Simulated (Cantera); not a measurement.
**Si + HCl + H2 (chlorosilane synthesis and conversion)**

Input: 1 mol Si, 3.5 mol HCl, 13 mol H2.

Equilibrium computed with Cantera from the NASA thermochemical tables; the gas is ideal and each condensed phase is pure. Candidate condensed phases: Si; 19 gas species. The tables' values for SiCl3 are old estimates. Equilibrium is a limit: real reactors are often held back by kinetics, nucleation or transport.

Stable condensed phases:

```
T in K \ P in Pa
           10000   26000   67000  170000  450000 1200000 3000000
   1400        A       A       A       A       A       A       A
   1375        A       A       A       A       A       A       A
   1350        A       A       A       A       A       A       A
   1325        A       A       A       A       A       A       B
   1300        A       A       A       A       A       A       B
   1275        A       A       A       A       A       A       B
   1250        A       A       A       A       A       A       B
   1225        A       A       A       A       A       A       B
   1200        A       A       A       A       A       A       B
   1175        A       A       A       A       A       B       B
   1150        A       A       A       A       A       B       B
   1125        A       A       A       A       A       B       B
   1100        A       A       A       A       A       B       B
```

A: Si; B: gas only.
